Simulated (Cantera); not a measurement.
A closed system holds: 1 mol Al(CH₃)₃, 0.8 mol N₂O, 35 mol N₂, held at 1925 °C and 22.0 Pa.

Method: chemical equilibrium by Gibbs-energy minimisation in Cantera with the NASA 1993 tables (ideal gas, pure condensed phases). Candidate condensed phases: Al, AlN, Al₂O₃, C, C₆H₆, C₇H₈, C₈H₁₈, H₂O; 148 gas species. The feed counts by its element totals alone. Equilibrium is a limit: real reactors are often held back by kinetics, nucleation or transport.

Base state: N₂ 0.809, H 0.0878, H₂ 0.0547, Al 0.0227, CO 0.0182, HCN 0.00630, HNC 0.000496, CN 0.000359 (mole fractions); condensed: C(graphite).

### Question
What changes in the equilibrium state with this change: pressure from 22.0 Pa to 0.133 bar?

### Answer
```json
[
 {"species": "N₂", "before": "0.809", "after": "0.851"},
 {"species": "H₂", "before": "0.0547", "after": "0.101"},
 {"species": "CO", "before": "0.0182", "after": "0.0192"},
 {"species": "H", "before": "0.0878", "after": "0.00484"},
 {"species": "Al", "before": "0.0227", "after": "0.0138"},
 {"species": "Al₂O", "before": "<1e-9", "after": "2.27e-5"},
 {"species": "C₃", "before": "1.05e-5", "after": "1.74e-8"},
 {"species": "CN", "before": "0.000359", "after": "1.49e-5"},
 {"species": "AlH", "before": "1.48e-5", "after": "0.000302"},
 {"species": "C(graphite), mol", "before": "1.87", "after": "1.79"},
 {"species": "AlN(s), mol", "before": "0", "after": "0.410"}
]
```
